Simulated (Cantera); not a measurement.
# Stirred combustor or abatement burner

A perfectly stirred reactor is fed with CH₄ : CO : O₂ : N₂ = 1 : 0.059 : 5.07 : 12.7 (molar parts), equivalence ratio 0.40, at 0.830 bar; it is adiabatic with a 575 K inlet, and is followed from long to short residence time, starting on the burning branch (τ in s: 0.14, 0.057, 0.024, 0.0097, 0.004, 0.0017, 0.00069, 0.00029, 0.00012, 4.9e-05, 2e-05, 8.5e-06).

Cantera simulation using GRI-Mech 3.0 (53 species, 325 reactions); the numbers are that mechanism's predictions, not measurements.

```json
[
 {"τ (s)": "0.14", "T (K)": "1777", "x CH₄": "8.47e-6", "x CO": "0.000217", "x O₂": "0.161", "x H₂O": "0.106", "x N₂O": "4.01e-7", "x CO₂": "0.0561"},
 {"τ (s)": "0.057", "T (K)": "1773", "x CH₄": "1.53e-5", "x CO": "0.000396", "x O₂": "0.161", "x H₂O": "0.105", "x N₂O": "5.48e-7", "x CO₂": "0.0559"},
 {"τ (s)": "0.024", "T (K)": "1767", "x CH₄": "2.64e-5", "x CO": "0.000709", "x O₂": "0.161", "x H₂O": "0.105", "x N₂O": "6.67e-7", "x CO₂": "0.0555"},
 {"τ (s)": "0.0097", "T (K)": "1756", "x CH₄": "4.70e-5", "x CO": "0.00130", "x O₂": "0.161", "x H₂O": "0.105", "x N₂O": "7.07e-7", "x CO₂": "0.0549"},
 {"τ (s)": "0.0040", "T (K)": "1739", "x CH₄": "8.35e-5", "x CO": "0.00236", "x O₂": "0.161", "x H₂O": "0.104", "x N₂O": "6.59e-7", "x CO₂": "0.0537"},
 {"τ (s)": "0.0017", "T (K)": "1713", "x CH₄": "0.000151", "x CO": "0.00418", "x O₂": "0.162", "x H₂O": "0.103", "x N₂O": "5.64e-7", "x CO₂": "0.0517"},
 {"τ (s)": "0.00069", "T (K)": "1667", "x CH₄": "0.000305", "x CO": "0.00769", "x O₂": "0.163", "x H₂O": "0.101", "x N₂O": "4.47e-7", "x CO₂": "0.0478"},
 {"τ (s)": "0.00029", "T (K)": "1596", "x CH₄": "0.000732", "x CO": "0.0143", "x O₂": "0.167", "x H₂O": "0.0989", "x N₂O": "3.20e-7", "x CO₂": "0.0405"},
 {"τ (s)": "0.00012", "T (K)": "575", "x CH₄": "0.0531", "x CO": "0.00313", "x O₂": "0.269", "x H₂O": "<1e-12", "x N₂O": "<1e-12", "x CO₂": "<1e-12"},
 {"τ (s)": "4.9e-5", "T (K)": "575", "x CH₄": "0.0531", "x CO": "0.00313", "x O₂": "0.269", "x H₂O": "<1e-12", "x N₂O": "<1e-12", "x CO₂": "<1e-12"},
 {"τ (s)": "2.0e-5", "T (K)": "575", "x CH₄": "0.0531", "x CO": "0.00313", "x O₂": "0.269", "x H₂O": "<1e-12", "x N₂O": "<1e-12", "x CO₂": "<1e-12"},
 {"τ (s)": "8.5e-6", "T (K)": "575", "x CH₄": "0.0531", "x CO": "0.00313", "x O₂": "0.269", "x H₂O": "<1e-12", "x N₂O": "<1e-12", "x CO₂": "<1e-12"}
]
```
x: mole fraction; the columns are a selection and need not sum to one.
